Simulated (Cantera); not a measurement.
Charge: 1 mol HI, 0.1 mol O2, held at 75.0 mbar.

Cantera equilibrium calculation (NASA polynomials, part measured and part estimated; ideal gas, pure solids and liquids). Candidate condensed phases: H2O, I2; 12 gas species. Rates play no part. All values below are at 1298 K.

Base state: I 0.393, HI 0.305, H2O 0.161, H2 0.0886, I2 0.0530 (mole fractions); condensed: gas only.

### Question
What changes in the equilibrium state with this change: pressure from 75.0 mbar to 1.00 bar?

### Answer
```
species  before   after
-------  ------  ------
HI        0.305   0.425
H2O       0.161   0.182
I         0.393   0.182
I2       0.0530   0.151
H2       0.0886  0.0602
```
